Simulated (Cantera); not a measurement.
A closed system holds: 1 mol CH2F2, 0.33 mol F2, 3.9 mol H2, equilibrated at 1650 K and 9.30 Pa.

Cantera equilibrium calculation (NASA polynomials, part measured and part estimated; ideal gas, pure solids and liquids). Candidate condensed phases: C, C6H6, C7H8, C8H18; 95 gas species. Equilibrium is a limit: real reactors are often held back by kinetics, nucleation or transport.

Task: What is the equilibrium state?

Result: x(H2): 0.567
x(HF): 0.425
x(H): 0.00710
x(C2H2 (acetylene)): 2.59e-5
n(C(graphite)): 1.000 mol
gas amount: 6.252 mol
